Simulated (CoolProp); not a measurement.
Carbon monoxide at 256.72 K and 0.647 MPa is throttled through a valve to 0.172 MPa with no heat exchange. Each further row changes one setting.

Values from CoolProp's reference Helmholtz-energy equation of state, Lemmon 2006. It is a short technical equation, of lower accuracy than the large ones.

| case | temperature change (K) | final density (kg/m³) |
|---|---|---|
| as stated | ? | ? |
| outlet pressure 0.0516 MPa | ? | ? |
| outlet pressure 0.224 MPa | ? | ? |

**Question.** Some entries are withheld; supply them.

**Answer.** 
- as stated, temperature change (K): -1.6
- as stated, final density (kg/m³): 2.28
- outlet pressure 0.0516 MPa, temperature change (K): -2.0
- outlet pressure 0.0516 MPa, final density (kg/m³): 0.683
- outlet pressure 0.224 MPa, temperature change (K): -1.4
- outlet pressure 0.224 MPa, final density (kg/m³): 2.96
